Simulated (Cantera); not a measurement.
A Cantera script and what it prints.

```python
import numpy as np
import cantera as ct

gas_names = """
    H H2 N NH NH2 NH3 N2 N2H2 N2H4 Si SiH SiH2 SiH3 SiH4 SiN Si2 Si2N Si3
""".split()
cond_names = """
    Si(cr) Si(L) Si3N4(a)
""".split()


# ... load() reads the species with a 1 bar reference pressure and builds the phases ...
atoms = {
    'trisilylamine': {'Si': 3, 'N': 1, 'H': 9},
    'N2': {'N': 2},
}
top_T = {'Si3N4(a)': 2400}  # K; cautious upper limits of use, not melting points


# ... equilibrate(T, P, feed) seeds the gas with the atoms and calls Mixture.equilibrate('TP', solver="vcs", rtol=1e-11, max_steps=5000) ...
results = []
feed = {'trisilylamine': 1, 'N2': 1.7}  # mol
P = 13332.2  # Pa
for T in [848, 998, 1148, 1298, 1448, 1598, 1748, 1898, 2048]:
    mix = equilibrate(T, P, feed)
    results.append((T, P, feed, dict(zip(mix.species_names, mix.species_moles))))

top = {s: max(r[3][s] / sum(r[3][g] for g in gas_names) for r in results) for s in gas_names}
cols = sorted((s for s in top if top[s] > 1e-06), key=lambda s: -top[s])[:8]
seen = [c for c in cond_names if any(r[3].get(c, 0) > 1e-12 for r in results)]
print("log10 of partial pressures in bar; condensed amounts in mol")
print(f"{'T/K':>10s}" + "".join(f"{s[:9]:>10s}" for s in cols + seen))
for T, P, feed, n in results:
    ng = sum(n[g] for g in gas_names)
    print(f"{T:10.4g}" + "".join(f"{np.log10(max(n[s] / ng * P / 1e5, 1e-99)):10.3f}" for s in cols)
          + "".join(f"{n.get(c, 0):10.4g}" for c in seen))
```

It prints:

```
log10 of partial pressures in bar; condensed amounts in mol
       T/K        H2        N2         H        Si       SiH      SiH2       NH3      Si2N     Si(L)  Si3N4(a)
       848    -0.894    -2.246   -11.168   -27.973   -25.864   -21.210    -5.188   -35.347         0         1
       998    -0.894    -2.246    -9.114   -21.518   -20.115   -16.667    -5.693   -27.094         0         1
      1148    -0.894    -2.246    -7.592   -16.760   -15.880   -13.316    -6.073   -21.016         0         1
      1298    -0.894    -2.246    -6.417   -13.111   -12.634   -10.745    -6.367   -16.360         0         1
      1448    -0.894    -2.246    -5.482   -10.227   -10.071    -8.712    -6.602   -12.685         0         1
      1598    -0.894    -2.246    -4.721    -7.891    -7.997    -7.066    -6.793    -9.714         0         1
      1748    -0.894    -2.246    -4.088    -5.963    -6.286    -5.708    -6.951    -7.265         0         1
      1898    -1.031    -1.398    -3.623    -4.911    -5.486    -5.271    -6.865    -5.921     2.598    0.1337
      2048    -1.051    -1.360    -3.175    -4.122    -4.863    -4.909    -6.988    -5.336     2.994         0
```

These are equilibrium values from Cantera (NASA tables, ideal gas, pure condensed phases), not measurements of a reactor. The feed counts by its element totals alone. Mutual solubility and eutectic melting of coexisting phases are not modelled. The tables' values for SiN are old estimates; treat these amounts as uncertain. Gases not in the tables: Si2H6 and higher silanes.
